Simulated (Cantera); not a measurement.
Input (Python, Cantera) and output of one run.

```python
import numpy as np
import cantera as ct

gas_names = """
    CL CL2 H HCL H2 Si SiCL SiCL2 SiCL3 SiCL4 SiH SiHCL3 SiH2 SiH2CL2 SiH3 SiH3CL SiH4 Si2 Si3
""".split()
cond_names = """
    Si(cr) Si(L)
""".split()


# ... load() reads the species with a 1 bar reference pressure and builds the phases ...
atoms = {
    'Si3H8': {'Si': 3, 'H': 8},
    'HCl': {'H': 1, 'CL': 1},
    'H2': {'H': 2},
}
top_T = {}  # K; cautious upper limits of use, not melting points


# ... equilibrate(T, P, feed) seeds the gas with the atoms and calls Mixture.equilibrate('TP', solver="vcs", rtol=1e-11, max_steps=5000) ...
results = []
feed = {'Si3H8': 1, 'HCl': 4.7, 'H2': 10}  # mol
T = 1448  # K
P = 7700  # Pa
mix = equilibrate(T, P, feed)
results.append((T, P, feed, dict(zip(mix.species_names, mix.species_moles))))
x = sorted(zip(gas.X, gas.species_names), reverse=True)
print(f"T = {T:g} K  P = {P:g} Pa  gas = {mix.phase_moles(0):.4g} mol")
print("   x: " + "  ".join(f"{s} {v:.3e}" for v, s in x if v > 0.001))
print("   condensed (mol): " + ("  ".join(f"{mix.phase(i).name} {mix.phase_moles(i):.4g}"
      for i in range(1, mix.n_phases) if mix.phase_moles(i) > 1e-12) or "none"))
```

It prints:

```
T = 1448 K  P = 7700 Pa  gas = 18.55 mol
   x: H2 8.222e-01  HCL 1.161e-01  SiCL2 5.049e-02  SiCL3 6.324e-03  SiCL4 2.911e-03  SiHCL3 1.763e-03
   condensed (mol): Si(cr) 1.856
```

Method: chemical equilibrium by Gibbs-energy minimisation in Cantera with the NASA 1993 tables (ideal gas, pure condensed phases). The feed counts by its element totals alone. The tables' values for SiCl3 are old estimates; treat these amounts as uncertain.
